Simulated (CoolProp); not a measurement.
Vapour-liquid equilibrium of diethyl ether (1) + ethanol (2) at 55.25 °C; x and y are mole fractions of (1).

Model: multi-fluid Helmholtz-energy mixture model, Thol 2014 and Schroeder 2014; pair parameters Bell 2016, in CoolProp.

Question: Give the bubble pressure and the first vapour's composition at x = 0.35, 0.65, 0.95. Is there an azeotrope?

Answer: x = 0.35: 132.7 kPa, y = 0.788; x = 0.65: 167.1 kPa, y = 0.876; x = 0.95: 195.9 kPa, y = 0.975. No azeotrope shows between x = 0.05 and 0.95.

Pair parameters are fitted to limited data, so mixtures are less certain than the pure fluids.
